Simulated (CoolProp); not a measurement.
Dimethyl carbonate at 384.7 K and 9.38 MPa is throttled through a valve to 3.53 MPa with no heat exchange. Each further row changes one setting.

The numbers come from the reference Helmholtz-energy equation of state, Zhou 2011 in CoolProp.

```csv
case,temperature change (K),final density (kg/m³)
as stated,___,947
outlet pressure 1.06 MPa,___,___
outlet pressure 4.59 MPa,___,___
```

### Question
What belongs in the gaps?

### Answer

- as stated, temperature change (K): +1.3
- outlet pressure 1.06 MPa, temperature change (K): +1.8
- outlet pressure 1.06 MPa, final density (kg/m³): 942
- outlet pressure 4.59 MPa, temperature change (K): +1.1
- outlet pressure 4.59 MPa, final density (kg/m³): 949
